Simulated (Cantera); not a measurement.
# Equilibrium for silicon nitride deposition: SiHCl3 + NH3

Charge: 1 mol SiHCl3, 4.1 mol NH3, equilibrated at 1298.15 K and 13300 Pa.

Method: chemical equilibrium by Gibbs-energy minimisation in Cantera with the NASA 1993 tables (ideal gas, pure condensed phases). Candidate condensed phases: NH4Cl, Si, Si3N4; 28 gas species. The tables' values for SiCl3 are old estimates; treat these amounts as uncertain. Rates play no part.

| Item | Value |
|---|---|
| x(H2) | 0.553 |
| x(HCl) | 0.291 |
| x(N2) | 0.150 |
| x(SiCl4) | 0.00520 |
| x(SiCl3) | 0.000541 |
| x(SiHCl3) | 0.000447 |
| x(SiCl2) | 0.000336 |
| x(SiH2Cl2) | 5.41e-6 |
| x(NH3) | 2.65e-6 |
| n(Si3N4(s)) | 0.313 mol |
| gas amount | 9.518 mol |
| log10 activity of Si(s) (absent) | -3.08 |
